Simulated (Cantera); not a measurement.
Diamond growth

A diamond (100) surface in a fixed gas of H2 with x(CH4) = 0.0053, x(H) = 0.0055, x(CH3) = 0.0006, 2200 Pa; coverages are run to steady state.

Computed with Cantera and the Harris–Goodwin 1993 mechanism for the reconstructed diamond (100) surface.

```
T (K)  growth (µm/h)  θ c6HH  θ c6H*  θ c6*H   θ c6**    θ c6HM
-----  -------------  ------  ------  ------  -------  --------
925             4.26   0.606  0.0111   0.285  0.00481    0.0732
1000            5.98   0.556  0.0170   0.348  0.00877    0.0508
1075            6.31   0.511  0.0243   0.408   0.0146    0.0287
1150            4.25   0.468  0.0324   0.460   0.0224    0.0103
1225            2.54   0.425  0.0408   0.497   0.0317   0.00262
1300            2.17   0.384  0.0489   0.522   0.0421  0.000613
1375            2.12   0.350  0.0567   0.538   0.0532  0.000143
```
θ: site fractions in the mechanism's names (c6HH fully hydrogenated, c6H* and c6*H radical sites, c6** diradical, c6HM methylated).
